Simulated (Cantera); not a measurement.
A closed system holds: 1 mol SiCl4, 6 mol O3, 7 mol H2, at 900 °C and 30.0 Pa.

Cantera equilibrium calculation (NASA polynomials, part measured and part estimated; ideal gas, pure solids and liquids). Candidate condensed phases: H2O, Si, SiO2; 30 gas species. The tables hold silica as quartz up to 1696 K and as liquid above; real silica turns to tridymite and cristobalite and melts near 1996 K. The numbers say what is thermodynamically allowed, not how fast it happens.

Base state: O2 0.378, H2O 0.347, HCl 0.272, Cl 0.00336, Cl2 0.000268, OH 3.38e-5 (mole fractions); condensed: SiO2(β-quartz).

What changes in the equilibrium state with this change: temperature from 900 °C to 500 °C?


| species | before | after |
|---|---|---|
| O2 | 0.378 | 0.378 |
| H2O | 0.347 | 0.352 |
| HCl | 0.272 | 0.265 |
| Cl2 | 0.000268 | 0.00574 |
| OH | 3.38e-5 | 6.17e-9 |
| Cl | 0.00336 | 2.15e-5 |
| SiO2(β-quartz), mol | 1.00 | 0 |
| SiO2(α-quartz), mol | 0 | 1.00 |
